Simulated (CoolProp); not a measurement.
Vapour-liquid equilibrium of 1-butene (1) + acetone (2) at 270.5 K; x and y are mole fractions of (1).

Values from CoolProp's multi-fluid Helmholtz-energy mixture model, Lemmon 2005 and Lemmon 2006; pair parameters Bell 2016.

Give the bubble pressure and the first vapour's composition at x = 0.05, 0.125, 0.65. Is there an azeotrope?

x = 0.05: 26.09 kPa, y = 0.702; x = 0.125: 47.89 kPa, y = 0.846; x = 0.65: 98.01 kPa, y = 0.944. No azeotrope shows between x = 0.05 and 0.95.

The pair parameters rest on a limited set of measurements; away from them the model extrapolates. With so large a gap from Raoult's law the liquid may split in two, which this calculation doesn't test in full.
